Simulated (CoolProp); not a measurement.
Vapour-liquid equilibrium of m-xylene (1) + o-xylene (2) at 175.45 °C; x and y are mole fractions of (1).

Model: multi-fluid Helmholtz-energy mixture model, Zhou 2012 and Zhou 2012; pair parameters Bell 2016, in CoolProp.

Task: Give the bubble pressure and the first vapour's composition at x = 0.25, 0.35, 0.65. Is there an azeotrope?

Result: x = 0.25: 0.2231 MPa, y = 0.273; x = 0.35: 0.2261 MPa, y = 0.378; x = 0.65: 0.2354 MPa, y = 0.677. No azeotrope shows between x = 0.05 and 0.95.

Pair parameters are fitted to limited data, so mixtures are less certain than the pure fluids.
